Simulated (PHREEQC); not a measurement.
Make-up at 20 °C and 10 atm: 0.065 mol CuCl2, 9e-05 mol HBF4 and 0.0037 mol KCl per kg of water. Closed to the air; pH follows from the charge balance.

Equilibrium calculation in PHREEQC: ion-association model, phreeqc.dat.

Each row changes one thing in this solution. This is a speciation only: nothing precipitates in the calculation.

| case | pH | ionic strength (mol/kgw) | Cu+2 (mol/kgw) | CuCl+ (mol/kgw) | F- (mol/kgw) | CuCl2 (mol/kgw) | SI of Sylvite (KCl) |
|---|---|---|---|---|---|---|---|
| as made | 3.61 | 0.188 | 0.0594 | 0.00533 | 0.000231 | 0.000174 | -4.49 |
| 0.03 mol/kgw CO2 added | 3.29 | 0.187 | 0.0591 | 0.00531 | 0.000200 | 0.000173 | -4.49 |
| HBF4 from 9e-05 to 0.00018 mol/kgw | 3.36 | 0.188 | 0.0594 | 0.00532 | 0.000413 | 0.000173 | -4.49 |
| temperature from 20 to 45 °C | 3.63 | 0.170 | 0.0509 | 0.0135 | 0.000212 | 0.000522 | -4.64 |
| temperature from 20 to 30 °C | 3.62 | 0.182 | 0.0566 | 0.00805 | 0.000223 | 0.000283 | -4.55 |
| HBF4 from 9e-05 to 9.9e-05 mol/kgw | 3.57 | 0.188 | 0.0594 | 0.00533 | 0.000251 | 0.000174 | -4.49 |

Complexes and solids missing from the database can't appear. Constants without temperature data keep their 25 °C values here. Real BF4- forms and hydrolyses slowly; the run takes it at equilibrium.
